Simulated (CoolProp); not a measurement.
A closed Brayton cycle with nitrogen: compressor inlet 329.15 K and 0.83 MPa, high pressure 1.62 MPa, turbine inlet 970 K, compressor efficiency 0.85, turbine efficiency 0.93, recuperator effectiveness 0 (on enthalpy, no pinch check). Each further row changes one setting.

Model: reference Helmholtz-energy equation of state, Span 2000, in CoolProp.

| case | thermal efficiency (%) | net work (kJ/kg) | compressor to turbine work | compressor exit (K) | turbine exit (K) |
|---|---|---|---|---|---|
| as stated | 13.0 | 80.3 | 0.51 | 410.7 | 826.3 |
| turbine inlet 920 K | 12.8 | 71.6 | 0.54 | 410.7 | 782.5 |
| compressor inlet 339.15 K | 12.9 | 77.6 | 0.53 | 423.1 | 826.3 |
| high pressure 1.38 MPa | 10.2 | 65.1 | 0.49 | 389.7 | 858.9 |
| recuperator effectiveness 0.5 | 20.5 | 80.3 | 0.51 | 410.7 | 826.3 |
